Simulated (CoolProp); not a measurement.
Vapour-liquid equilibrium of isohexane (1) + n-hexane (2) at 6.91 bar; x and y are mole fractions of (1).

Values from CoolProp's multi-fluid Helmholtz-energy mixture model, Lemmon 2006 and Thol 2019; pair parameters Bell 2016.

Task: Give the bubble temperature and the first vapour's composition at x = 0.125, 0.65, 0.95. Is there an azeotrope?

Result: x = 0.125: 417.4 K, y = 0.143; x = 0.65: 412.3 K, y = 0.682; x = 0.95: 409.8 K, y = 0.956. No azeotrope shows between x = 0.05 and 0.95.

The pair parameters rest on a limited set of measurements; away from them the model extrapolates.
